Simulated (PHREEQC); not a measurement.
4.9 g of hydrous ferric oxide (600 m²/g; 0.2 weak and 0.005 strong sites per Fe, Dzombak-Morel constants, diffuse double layer) in 1 kg of water with 0.1 mol/kgw of an inert sodium salt and 0.00062 mol/kgw MgCl2, at 25 °C; the pH is set by adding NaOH or the inert anion's acid. O2 is buffered at 0.21 atm. No CO2 enters from the air. Nothing may precipitate in this run.

Base run: PHREEQC, ion-association model, wateq4f.dat. Each further column changes one thing. The table gives surface charge σ (C/m²).

```tsv
pH	base	background salt from 0.1 to 0.01 mol/kgw	oxide from 4.9 to 24 g/kgw	0.0052 mol/kgw ZnSO4 added
3	0.364	…	0.365	…
4.5	0.275	0.177	0.282	…
5.5	0.161	…	0.165	…
7	0.046	…	0.046	…
8.5	-0.010	-0.004	-0.013	0.037
9.5	-0.054	-0.023	-0.060	0.018
11	-0.176	-0.097	-0.194	-0.032
```

Some entries are withheld; supply them.


- 3, background salt from 0.1 to 0.01 mol/kgw: 0.338
- 3, 0.0052 mol/kgw ZnSO4 added: 0.100
- 4.5, 0.0052 mol/kgw ZnSO4 added: 0.093
- 5.5, background salt from 0.1 to 0.01 mol/kgw: 0.084
- 5.5, 0.0052 mol/kgw ZnSO4 added: 0.073
- 7, background salt from 0.1 to 0.01 mol/kgw: 0.019
- 7, 0.0052 mol/kgw ZnSO4 added: 0.052

The oxide is taken as insoluble; below pH 4 it would dissolve. In at least one series the solution becomes supersaturated in solids that the run did not let form, among them Zn(OH)2-e, Zn4(OH)6SO4, Zn5(OH)8Cl2.
